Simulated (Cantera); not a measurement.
Feed: 1 mol SiH₄, 0.22 mol HCl, 160 mol H₂, at 1.05 Torr.

Cantera equilibrium calculation (NASA polynomials, part measured and part estimated; ideal gas, pure solids and liquids). Candidate condensed phases: Si; 19 gas species. Gases not in the tables: Si₂H₆ and higher silanes. The numbers say what is thermodynamically allowed, not how fast it happens.

Problem. Which condensed phases are stable at each of these points (T (°C)): 702, 852, 1002, 1152, 1302, 1452, 1602, 1752, 1902, 2052?

Solution. 
```csv
T (°C),condensed phases,Si condensed (%)
702,Si(s),99.9
852,Si(s),99.9
1002,Si(s),99.9
1152,Si(s),99.9
1302,Si(s),99.1
1452,Si(l),87.0
1602,gas only,0.0
1752,gas only,0.0
1902,gas only,0.0
2052,gas only,0.0
```

From 702 °C to 1302 °C the condensed part is Si(s). At 1452 °C the condensed part is Si(l). From 1602 °C to 2052 °C nothing is condensed.
